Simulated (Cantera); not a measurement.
## Silicon carbide growth: Si(CH3)4 + C3H8 + H2

Feed: 1 mol Si(CH3)4, 0.02 mol C3H8, 32 mol H2, held at 10.0 Torr.

These are equilibrium values from Cantera (NASA tables, ideal gas, pure condensed phases), not measurements of a reactor. Candidate condensed phases: C, C6H6, C7H8, C8H18, Si, SiC; 87 gas species. Gases not in the tables: Si2H6 and higher silanes. Equilibrium is a limit: real reactors are often held back by kinetics, nucleation or transport.

```csv
T (°C),x H2,x H,x Si,x C2H2 (acetylene),x SiC2,x CH4,n C(graphite),n SiC(s)
727,0.999,1.96e-8,<1e-12,1.14e-9,<1e-12,0.00127,3.01,1.00
927,1.000,1.71e-6,<1e-12,1.03e-7,<1e-12,0.000211,3.05,1.00
1127,1.000,4.21e-5,2.96e-10,2.52e-6,<1e-12,5.76e-5,3.06,1.00
1327,0.999,0.000471,7.69e-8,2.75e-5,2.99e-10,2.17e-5,3.06,1.000
1527,0.997,0.00310,5.74e-6,0.000175,8.36e-8,1.02e-5,3.05,1.000
1727,0.985,0.0140,0.000179,0.000757,7.41e-6,5.49e-6,3.01,0.992
1927,0.946,0.0475,0.00297,0.00243,0.000285,3.14e-6,2.99,0.852
2127,0.845,0.127,0.0177,0.00589,0.00339,1.69e-6,3.23,0
2327,0.690,0.276,0.0158,0.0112,0.00541,8.16e-7,2.47,0
```
x: gas mole fraction; n: condensed amount in mol.

From 727 °C to 1927 °C the condensed part is C(graphite) + SiC(s). From 2127 °C to 2327 °C the condensed part is C(graphite).
